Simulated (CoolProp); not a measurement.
Chloromethane (R40) along the isotherm 500 K: fugacity coefficient from the reference equation and from simpler models built on Tc = 418.6 K, pc = 6.929 MPa, ω = 0.150; each cubic takes its own stable root.

Values from CoolProp's reference Helmholtz-energy equation of state, Thol 2014.

| p (MPa) | phase | reference |
|---|---|---|
| 1.15 | gas | 0.9669 |
| 2.31 | gas | 0.9343 |
| 3.46 | gas | 0.9026 |
| 4.62 | gas | 0.8714 |
| 5.77 | gas | 0.8411 |
| 6.93 | supercritical | 0.8113 |
| 8.08 | supercritical | 0.7825 |
| 9.24 | supercritical | 0.7542 |
| 10.4 | supercritical | 0.7268 |
| 11.5 | supercritical | 0.7017 |
| 12.7 | supercritical | 0.6754 |
| 13.9 | supercritical | 0.6504 |
| 15 | supercritical | 0.6290 |
| 16.2 | supercritical | 0.6073 |
| 17.3 | supercritical | 0.5890 |

**Question.** How far does each simpler model (van der Waals, Soave-Redlich-Kwong, Peng-Robinson) lie from the reference over these 15 states: mean and median of the absolute difference, and the worst?

**Answer.** 
- van der Waals: mean 0.9 %, median 0.4 %, worst -2.2 % at 500 K and 16.2 MPa
- Soave-Redlich-Kwong: mean 2.3 %, median 2.1 %, worst +5.0 % at 500 K and 17.3 MPa
- Peng-Robinson: mean 1.3 %, median 1.4 %, worst -1.7 % at 500 K and 10.4 MPa
